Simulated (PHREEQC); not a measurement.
Dissolve 0.048 mol/kgw Zn(NO3)2 and 0.23 mol/kgw Fe(NO3)3 at 65 °C. Closed to the air; pH follows from the charge balance.

Equilibrium calculation in PHREEQC: ion-association model, phreeqc.dat.

Each row changes one thing in this solution. Precipitation was switched off in this run.

```tsv
case	pH	ionic strength (mol/kgw)	Fe+3 (mol/kgw)	FeOH+2 (mol/kgw)	Fe2(OH)2+4 (mol/kgw)	Fe(OH)2+ (mol/kgw)	SI of Goethite (FeOOH)	SI of Hematite (Fe2O3)
as made	1.29	1.40	0.159	0.0608	0.00488	0.000315	+4.02	+10.23
temperature from 65 to 5 °C	1.91	1.50	0.213	0.0129	0.00163	3.60e-5	+4.08	+10.07
Zn(NO3)2 replaced by Cd(NO3)2 at the same molality	1.29	1.39	0.159	0.0604	0.00521	0.000313	+4.02	+10.22
Zn(NO3)2 from 0.048 to 0.24 mol/kgw	1.32	(withheld)	0.163	0.0662	0.000344	0.000333	+4.06	+10.31
Zn(NO3)2 left out	1.27	1.26	0.156	0.0571	0.00819	0.000291	+3.97	+10.12
diluted 5-fold with water	(withheld)	0.281	0.0139	0.0115	0.00987	0.000195	+4.18	+10.54
Zn(NO3)2 from 0.048 to 0.072 mol/kgw	1.30	1.47	0.160	0.0622	0.00366	0.000323	+4.04	+10.26
temperature from 65 to 60 °C	1.33	1.41	0.165	0.0553	0.00454	0.000273	+4.03	+10.22
diluted 10-fold with water	1.84	(withheld)	0.00536	0.00825	0.00438	0.000299	+4.64	+11.45
```

Task: Fill in the missing entries.

Result: 
- Zn(NO3)2 from 0.048 to 0.24 mol/kgw, ionic strength (mol/kgw): 1.97
- diluted 5-fold with water, pH: 1.60
- diluted 10-fold with water, ionic strength (mol/kgw): 0.135

The ionic strength passes 0.7 mol/kgw, the rough limit of the ion-association models, in as made; temperature from 65 to 5 °C; Zn(NO3)2 replaced by Cd(NO3)2 at the same molality; Zn(NO3)2 from 0.048 to 0.24 mol/kgw; Zn(NO3)2 left out; Zn(NO3)2 from 0.048 to 0.072 mol/kgw; temperature from 65 to 60 °C. Species that the database lacks are ignored. Some of these states are supersaturated (in Hematite (slow to form), Goethite (slow to form), for instance). Constants without temperature data keep their 25 °C values here.
